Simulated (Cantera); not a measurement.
An isothermal, constant-pressure homogeneous reactor starts with CH₄ : O₂ : N₂ = 0.0098 : 0.0026 : 1 (molar parts), equivalence ratio 7.5, at 1373 K and 900 Torr. Integrator tolerance rtol = 1e-08.

Model: GRI-Mech 3.0 (53 species, 325 reactions), integrated in Cantera. GRI-Mech 3.0 stops at C3 and has no aromatics, soot or wall deposition, so with more carbon than oxygen in the feed, carbon stays in small species such as C2H2 where larger ones or solid carbon would form.

**Question.** What does this change do: N2 1 to 3.4 parts?

**Answer.** 
```json
[
 {"quantity": "x(CH₄) at 40.0 s", "before": "0.00231 (gas-phase equilibrium 9.56e-5)", "after": "0.000720 (gas-phase equilibrium 4.93e-6)"},
 {"quantity": "x(O₂) at 40.0 s", "before": "<1e-12 (gas-phase equilibrium <1e-12)", "after": "<1e-12 (gas-phase equilibrium <1e-12)"},
 {"quantity": "x(CO) at 40.0 s", "before": "0.00180 (gas-phase equilibrium 0.00507)", "after": "0.000517 (gas-phase equilibrium 0.00152)"},
 {"quantity": "x(CH₂CO) at 40.0 s", "before": "9.12e-8 (gas-phase equilibrium 1.79e-10)", "after": "1.99e-8 (gas-phase equilibrium 9.17e-12)"},
 {"quantity": "x(CH₂O) at 40.0 s", "before": "2.45e-9 (gas-phase equilibrium 4.65e-11)", "after": "1.39e-9 (gas-phase equilibrium 4.19e-12)"}
]
```

**Question.** What does this change do: CH4 0.0098 to 0.0019 parts?

**Answer.** 
```csv
quantity,before,after
x(CH₄) at 40.0 s,0.00231 (gas-phase equilibrium 9.56e-5),1.10e-9 (gas-phase equilibrium <1e-12)
x(O₂) at 40.0 s,<1e-12 (gas-phase equilibrium <1e-12),<1e-12 (gas-phase equilibrium <1e-12)
x(CO) at 40.0 s,0.00180 (gas-phase equilibrium 0.00507),0.00102 (gas-phase equilibrium 0.00102)
x(CH₂CO) at 40.0 s,9.12e-8 (gas-phase equilibrium 1.79e-10),<1e-12 (gas-phase equilibrium <1e-12)
x(CH₂O) at 40.0 s,2.45e-9 (gas-phase equilibrium 4.65e-11),<1e-12 (gas-phase equilibrium <1e-12)
```
